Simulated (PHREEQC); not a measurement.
H2SO4 is added in steps, without added water, to 1 kg of water holding 32 mmol/kgw MgCl2, 0.076 mmol/kgw NaF and 0.93 mmol/kgw KCl, at 20 °C. O2 is buffered at 0.21 atm. CO2 from the air is kept out. Solids allowed: Brucite, Halite, Mirabilite, Epsomite. Others were left out.

Base run: PHREEQC, ion-association model, wateq4f.dat. Each further column changes one thing. The table gives HSO4- (mol/kgw).

```
H2SO4 added (mol)      base  KCl from 0.00093 to 0.00102 mol/kgw  MgCl2 left out  KCl from 0.00093 to 0.00186 mol/kgw  no solid may form
-----------------  --------  -----------------------------------  --------------  -----------------------------------  -----------------
0                         0                                    0               0                                    0                  0
0.0001312           5.81e-7                              5.81e-7         2.31e-6                              5.80e-7            5.81e-7
0.0003281           3.62e-6                              3.62e-6         1.38e-5                              3.61e-6            3.62e-6
0.0004594           7.06e-6                              7.06e-6         2.62e-5                              7.06e-6            7.06e-6
0.0006563           1.43e-5                              1.43e-5         5.11e-5                              1.43e-5            1.43e-5
0.0007875           2.06e-5                              2.06e-5         7.15e-5                              2.05e-5            2.06e-5
0.0009844           3.19e-5                              3.19e-5        0.000107                              3.19e-5            3.19e-5
0.001116            4.08e-5                              4.08e-5        0.000134                              4.08e-5            4.08e-5
0.001313            5.61e-5                              5.61e-5        0.000179                              5.61e-5            5.61e-5
0.001444            6.76e-5                              6.76e-5        0.000211                              6.75e-5            6.76e-5
0.001641            8.67e-5                              8.67e-5        0.000263                              8.66e-5            8.67e-5
0.001772           0.000101                             0.000101        0.000300                             0.000101           0.000101
0.001969           0.000123                             0.000123        0.000359                             0.000123           0.000123
0.0021             0.000140                             0.000140        0.000400                             0.000140           0.000140
```

 Solids allowed in the column 'MgCl2 left out': Halite, Mirabilite.
